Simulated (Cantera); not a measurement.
A Cantera script and what it prints.

```python
import numpy as np
import cantera as ct

gas_names = """
    H HO2 H2 H2O H2O2 H2S H2SO4 O OH O2 O3 S SH SO SO2 SO3 S2 S2O S8
""".split()
cond_names = """
    H2O(s) H2O(L) H2SO4(L) S(cr1) S(cr2) S(L)
""".split()


# ... load() reads the species with a 1 bar reference pressure and builds the phases ...
atoms = {
    'SO2': {'S': 1, 'O': 2},
    'H2': {'H': 2},
}
top_T = {}  # K; cautious upper limits of use, not melting points


# ... equilibrate(T, P, feed) seeds the gas with the atoms and calls Mixture.equilibrate('TP', solver="vcs", rtol=1e-11, max_steps=5000) ...
results = []
feed = {'SO2': 1, 'H2': 0.53}  # mol
P = 1000  # Pa
for T in [1698, 1773, 1848, 1923, 1998, 2073, 2148, 2223, 2298, 2373, 2448, 2523, 2598]:
    mix = equilibrate(T, P, feed)
    results.append((T, P, feed, dict(zip(mix.species_names, mix.species_moles))))
    x = sorted(zip(gas.X, gas.species_names), reverse=True)
    print(f"T = {T:g} K  P = {P:g} Pa  gas = {mix.phase_moles(0):.4g} mol")
    print("   x: " + "  ".join(f"{s} {v:.3e}" for v, s in x if v > 1e-05))
    print("   condensed (mol): " + ("  ".join(f"{mix.phase(i).name} {mix.phase_moles(i):.4g}"
          for i in range(1, mix.n_phases) if mix.phase_moles(i) > 1e-12) or "none"))
```

It prints:

```
T = 1698 K  P = 1000 Pa  gas = 1.43 mol
   x: SO2 5.295e-01  H2O 3.070e-01  S2 6.533e-02  H2 6.001e-02  SO 3.105e-02  H2S 2.388e-03  SH 2.029e-03  S2O 1.432e-03  S 7.930e-04  H 3.542e-04  OH 9.315e-05
   condensed (mol): none
T = 1773 K  P = 1000 Pa  gas = 1.439 mol
   x: SO2 5.250e-01  H2O 2.948e-01  H2 6.965e-02  S2 5.893e-02  SO 4.332e-02  SH 2.592e-03  H2S 2.006e-03  S 1.445e-03  S2O 1.303e-03  H 7.508e-04  OH 1.970e-04
   condensed (mol): none
T = 1848 K  P = 1000 Pa  gas = 1.45 mol
   x: SO2 5.185e-01  H2O 2.824e-01  H2 7.888e-02  SO 5.814e-02  S2 5.167e-02  SH 3.166e-03  S 2.463e-03  H2S 1.657e-03  H 1.489e-03  S2O 1.160e-03  OH 3.922e-04
   condensed (mol): none
T = 1923 K  P = 1000 Pa  gas = 1.463 mol
   x: SO2 5.101e-01  H2O 2.701e-01  H2 8.728e-02  SO 7.519e-02  S2 4.370e-02  S 3.936e-03  SH 3.696e-03  H 2.783e-03  H2S 1.340e-03  S2O 1.004e-03  OH 7.415e-04  O2 2.378e-05  O 1.765e-05
   condensed (mol): none
T = 1998 K  P = 1000 Pa  gas = 1.477 mol
   x: SO2 5.000e-01  H2O 2.583e-01  H2 9.439e-02  SO 9.377e-02  S2 3.534e-02  S 5.902e-03  H 4.928e-03  SH 4.110e-03  OH 1.342e-03  H2S 1.053e-03  S2O 8.385e-04  O2 6.046e-05  O 5.123e-05
   condensed (mol): none
T = 2073 K  P = 1000 Pa  gas = 1.493 mol
   x: SO2 4.883e-01  H2O 2.471e-01  SO 1.128e-01  H2 9.973e-02  S2 2.704e-02  H 8.306e-03  S 8.297e-03  SH 4.340e-03  OH 2.340e-03  H2S 7.994e-04  S2O 6.713e-04  O2 1.481e-04  O 1.399e-04
   condensed (mol): none
T = 2148 K  P = 1000 Pa  gas = 1.51 mol
   x: SO2 4.757e-01  H2O 2.367e-01  SO 1.309e-01  H2 1.029e-01  S2 1.940e-02  H 1.337e-02  S 1.093e-02  SH 4.336e-03  OH 3.959e-03  H2S 5.815e-04  S2O 5.116e-04  O 3.627e-04  O2 3.539e-04
   condensed (mol): none
T = 2223 K  P = 1000 Pa  gas = 1.529 mol
   x: SO2 4.623e-01  H2O 2.270e-01  SO 1.468e-01  H2 1.036e-01  H 2.062e-02  S 1.352e-02  S2 1.302e-02  OH 6.523e-03  SH 4.097e-03  O 9.004e-04  O2 8.300e-04  H2S 4.044e-04  S2O 3.707e-04
   condensed (mol): none
T = 2298 K  P = 1000 Pa  gas = 1.552 mol
   x: SO2 4.478e-01  H2O 2.170e-01  SO 1.598e-01  H2 1.020e-01  H 3.058e-02  S 1.586e-02  OH 1.046e-02  S2 8.297e-03  SH 3.694e-03  O 2.142e-03  O2 1.905e-03  H2S 2.708e-04  S2O 2.579e-04
   condensed (mol): none
T = 2373 K  P = 1000 Pa  gas = 1.58 mol
   x: SO2 4.303e-01  H2O 2.051e-01  SO 1.703e-01  H2 9.847e-02  H 4.382e-02  S 1.803e-02  OH 1.621e-02  S2 5.208e-03  O 4.856e-03  O2 4.196e-03  SH 3.248e-03  H2S 1.784e-04  S2O 1.767e-04
   condensed (mol): none
T = 2448 K  P = 1000 Pa  gas = 1.621 mol
   x: SO2 4.066e-01  H2O 1.891e-01  SO 1.796e-01  H2 9.382e-02  H 6.097e-02  OH 2.396e-02  S 2.046e-02  O 1.034e-02  O2 8.586e-03  S2 3.407e-03  SH 2.874e-03  S2O 1.240e-04  H2S 1.195e-04
   condensed (mol): none
T = 2523 K  P = 1000 Pa  gas = 1.682 mol
   x: SO2 3.738e-01  SO 1.892e-01  H2O 1.673e-01  H2 8.850e-02  H 8.268e-02  OH 3.325e-02  S 2.387e-02  O 2.036e-02  O2 1.577e-02  SH 2.634e-03  S2 2.450e-03  S2O 9.208e-05  H2S 8.378e-05
   condensed (mol): none
T = 2598 K  P = 1000 Pa  gas = 1.769 mol
   x: SO2 3.305e-01  SO 1.992e-01  H2O 1.399e-01  H 1.093e-01  H2 8.235e-02  OH 4.286e-02  O 3.681e-02  S 2.899e-02  O2 2.547e-02  SH 2.527e-03  S2 1.981e-03  S2O 7.325e-05  H2S 6.191e-05
   condensed (mol): none
```

Equilibrium computed with Cantera from the NASA thermochemical tables; the gas is ideal and each condensed phase is pure.
